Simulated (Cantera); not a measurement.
A closed system holds: 1 mol C₃H₈, 0.093 mol NH₃, 52 mol H₂, held at 12000 Pa.

Equilibrium computed with Cantera from the NASA thermochemical tables; the gas is ideal and each condensed phase is pure. Candidate condensed phases: C, C₆H₆, C₇H₈, C₈H₁₈; 92 gas species. Rates play no part. All values below are at 2625 K.

Base state: H₂ 0.868, H 0.114, C₂H₂ (acetylene) 0.0155, HCN 0.00110, C₂H 0.000188, N₂ 0.000153, HNC 0.000147, C₄H₂ 0.000115 (mole fractions); condensed: C(graphite).

What changes in the equilibrium state with this change: NH₃ from 0.093 to 0.17 mol?


| species | before | after |
|---|---|---|
| H₂ | 0.868 | 0.868 |
| H | 0.114 | 0.114 |
| C₂H₂ (acetylene) | 0.0155 | 0.0155 |
| HCN | 0.00110 | 0.00178 |
| N₂ | 0.000153 | 0.000403 |
| CN | 9.88e-6 | 1.60e-5 |
| HNC | 0.000147 | 0.000239 |
| C(graphite), mol | 1.02 | 0.966 |

What changes in the equilibrium state with this change: NH₃ from 0.093 to 0.74 mol?


```csv
species,before,after
H₂,0.868,0.862
H,0.114,0.114
C₂H₂ (acetylene),0.0155,0.0154
HCN,0.00110,0.00501
N₂,0.000153,0.00321
CN,9.88e-6,4.53e-5
HNC,0.000147,0.000673
CH₄,1.12e-5,1.10e-5
"C(graphite), mol",1.02,0.713
```
